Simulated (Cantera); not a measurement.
## Counterflow diffusion flame

A counterflow diffusion flame at 100000 Pa, nozzles 20 mm apart: fuel side 62.1 % H2, 37.9 % N2 at 623 K, oxidiser side 26.0 % O2, 74.0 % N2 at 625 K, fuel mass flux 0.55 times the oxidiser's; mixture-averaged transport, no radiation.

Detailed kinetics in Cantera: the H2/O2 subset of GRI-Mech 3.0, which has no nitrogen chemistry. The maximum strain rate includes the flame's own expansion and is several times the mean.

```
oxidiser flux (kg/m²/s)  max strain (1/s)  mean strain (1/s)  T max (K)  peak x OH  peak x H  peak x H2O  peak x HO2
-----------------------  ----------------  -----------------  ---------  ---------  --------  ----------  ----------
0.6                                   440                126       2503     0.0234    0.0152       0.293     3.20e-5
0.76                                  546                159       2476     0.0236    0.0164       0.291     3.89e-5
0.97                                  684                203       2442     0.0237    0.0177       0.288     4.66e-5
1.2                                   835                251       2410     0.0237    0.0190       0.286     5.39e-5
1.6                                  1100                335       2361     0.0238    0.0209       0.283     6.50e-5
2                                    1350                419       2326     0.0237    0.0226       0.282     7.50e-5
2.5                                  1670                524       2292     0.0238    0.0245       0.279     8.52e-5
3.2                                  2100                670       2251     0.0237    0.0266       0.277     9.72e-5
4.1                                  2660                859       2204     0.0234    0.0287       0.274    0.000110
5.2                                  3330               1090       2157     0.0229    0.0309       0.272    0.000123
```
x: mole fraction; the columns are a selection and need not sum to one.
